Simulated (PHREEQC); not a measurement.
1 kg of water holding 0.043 mol/kgw K2SO4 and 0.0053 mol/kgw Na2SO4 is evaporated at 30 °C; the solids stay in contact with the brine. CO2 from the air is kept out. Solids allowed: Arcanite, Glaserite, Mirabilite, Misenite, Thenardite. Others were left out.

The series has 28 steps of water left (kg), from 1 to 0.005012.

The numbers come from PHREEQC with the Pitzer model, pitzer.dat.

Problem. Which solids form, in which order, and at which step of the series does each first stand?

Solution. Arcanite from water left = 0.05275 kg; Glaserite from water left = 0.00903 kg.
